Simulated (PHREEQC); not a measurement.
Dissolve 0.29 mol/kgw H2SO4, 0.014 mol/kgw KHSO4 and 0.00032 mol/kgw Fe2(SO4)3 at 25 °C. Closed to the air; pH follows from the charge balance.

The numbers come from PHREEQC with the ion-association model, wateq4f.dat.

Q: The ionic strength comes out as 0.371 mol/kgw. What activity coefficients do FeSO4+, H+, HSO4-, K+, SO4-2 get?

A: FeSO4+ 0.70, H+ 0.77, HSO4- 0.69, K+ 0.67, SO4-2 0.23.

This is a speciation only: nothing precipitates in the calculation.
